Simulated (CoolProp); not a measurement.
Computed with CoolProp (reference Helmholtz-energy equation of state, Lemmon 2005).

Q: For R125, give the phase and the cp (kJ/(kg K)), Joule-Thomson coefficient (K/MPa) at 500 K and 0.46 MPa; 500 K and 5.43 MPa.

A: 
- 500 K and 0.46 MPa: gas; cp 1.06, Joule-Thomson coefficient 3.11
- 500 K and 5.43 MPa: supercritical; cp 1.15, Joule-Thomson coefficient 2.97
